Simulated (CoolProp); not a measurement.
Vapour-liquid equilibrium of R134a (1) + R1234ze(E) (2) at -35.05 °C; x and y are mole fractions of (1).

Model: multi-fluid Helmholtz-energy mixture model, Tillner-Roth 1994 and Thol 2016; pair parameters Bell 2022, in CoolProp.

| x | bubble pressure (MPa) | y at the bubble point | dew pressure at overall composition x (MPa) | liquid density (mol/L) |
|---|---|---|---|---|
| 0.05 | 0.04937 | 0.083 | 0.04864 | 11.81 |
| 0.15 | 0.05247 | 0.222 | 0.05085 | 11.99 |
| 0.25 | 0.05506 | 0.338 | 0.05310 | 12.17 |
| 0.35 | 0.05726 | 0.439 | 0.05534 | 12.36 |
| 0.45 | 0.05915 | 0.531 | 0.05750 | 12.56 |
| 0.55 | 0.06079 | 0.618 | 0.05953 | 12.76 |
| 0.65 | 0.06223 | 0.702 | 0.06136 | 12.97 |
| 0.75 | 0.06349 | 0.786 | 0.06297 | 13.18 |
| 0.85 | 0.06459 | 0.870 | 0.06434 | 13.41 |
| 0.95 | 0.06555 | 0.956 | 0.06549 | 13.64 |

No azeotrope shows between x = 0.05 and 0.95.

Pair parameters are fitted to limited data, so mixtures are less certain than the pure fluids.
